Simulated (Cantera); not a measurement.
A perfectly stirred reactor is fed with CH₄ : CO₂ = 1 : 1 (molar parts), at 460000 Pa; it is held at 1350 K, and followed from long to short residence time.

Detailed kinetics in Cantera: GRI-Mech 3.0 (53 species, 325 reactions).

One state of this run: x CH₄ = 0.465; x CO₂ = 0.485; x H₂ = 0.0266; x H₂O = 0.00507; x C₂H₂ = 0.00727; x C₂H₄ = 0.00457; x O₂ = <1e-12. x: mole fraction; the columns are a selection and need not sum to one.

**Question.** Which value of τ (s) does it belong to?
A) 0.015
B) 0.52
C) 0.16
D) 0.0015

**Answer.** B, 0.52
